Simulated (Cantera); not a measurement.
Input: 1 mol SiCl₄, 1.9 mol NO, equilibrated at 1002 °C and 7.50 Torr.

These are equilibrium values from Cantera (NASA tables, ideal gas, pure condensed phases), not measurements of a reactor. Candidate condensed phases: Si, SiO₂, Si₂N₂O, Si₃N₄; 23 gas species. The tables hold silica as quartz up to 1696 K and as liquid above; real silica turns to tridymite and cristobalite and melts near 1996 K. The numbers say what is thermodynamically allowed, not how fast it happens.

Base state: Cl₂ 0.592, N₂ 0.315, Cl 0.0761, SiCl₄ 0.0166 (mole fractions); condensed: SiO₂(β-quartz).

Problem. What changes in the equilibrium state with this change: NO from 1.9 to 2.4 mol?

Solution. 
```tsv
species	before	after
Cl₂	0.592	0.531
N₂	0.315	0.340
Cl	0.0761	0.0720
O₂	4.75e-7	0.0566
SiCl₄	0.0166	1.12e-7
NO	3.19e-7	0.000114
ClO	1.80e-7	5.88e-5
SiO₂(β-quartz), mol	0.950	1.00
```

Problem. What changes in the equilibrium state with this change: temperature from 1002 °C to 1250 °C?

Solution. 
```
species               before    after
-------------------  -------  -------
Cl                    0.0761    0.392
Cl₂                    0.592    0.331
N₂                     0.315    0.263
SiCl₄                 0.0166   0.0139
SiCl₃                1.52e-7  1.02e-5
SiO₂(β-quartz), mol    0.950    0.950
```
The tables' values for SiCl₃ are old estimates; treat these amounts as uncertain.
